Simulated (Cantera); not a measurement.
Cantera run, input and output.

```python
import numpy as np
import cantera as ct

gas = ct.Solution("gri30.yaml", transport_model="multicomponent")
show = ['H2', 'CH4', 'NH3']

rows = []
print(f"{'T/K':>7s}{'rho':>11s}{'cp':>10s}{'mu':>11s}{'lambda':>11s}{'Pr':>7s}" + "".join(f"{'D_' + s:>11s}" for s in show))
for T in [400, 500, 600, 700, 800, 900]:
    gas.TPX = T, 79000, {'NO': 0.08, 'O2': 0.44}
    Pr = gas.cp_mass * gas.viscosity / gas.thermal_conductivity
    D = [gas.mix_diff_coeffs_mole[gas.species_index(s)] for s in show]
    rows.append([gas.density, gas.cp_mass, gas.viscosity, gas.thermal_conductivity, Pr, *D])
    print(f"{T:7g}{gas.density:11.4e}{gas.cp_mass:10.1f}{gas.viscosity:11.4e}"
          f"{gas.thermal_conductivity:11.4e}{Pr:7.3f}" + "".join(f"{d:11.4e}" for d in D))
print("SI units: kg/m3, J/kg/K, Pa s, W/m/K, m2/s")
```

Result:

```
    T/K        rho        cp         mu     lambda     Pr       D_H2      D_CH4      D_NH3
    400 7.5279e-01     949.7 2.5237e-05 3.3662e-02  0.712 1.6786e-04 4.8167e-05 4.9265e-05
    500 6.0224e-01     977.9 2.9574e-05 4.0688e-02  0.711 2.4431e-04 7.1021e-05 7.4555e-05
    600 5.0186e-01    1008.2 3.3534e-05 4.7603e-02  0.710 3.3143e-04 9.7119e-05 1.0380e-04
    700 4.3017e-01    1036.4 3.7217e-05 5.4331e-02  0.710 4.2853e-04 1.2624e-04 1.3668e-04
    800 3.7640e-01    1060.2 4.0685e-05 6.0786e-02  0.710 5.3510e-04 1.5821e-04 1.7295e-04
    900 3.3458e-01    1079.6 4.3980e-05 6.6939e-02  0.709 6.5071e-04 1.9290e-04 2.1242e-04
SI units: kg/m3, J/kg/K, Pa s, W/m/K, m2/s
```

Detailed kinetics in Cantera: GRI-Mech 3.0 (53 species, 325 reactions).
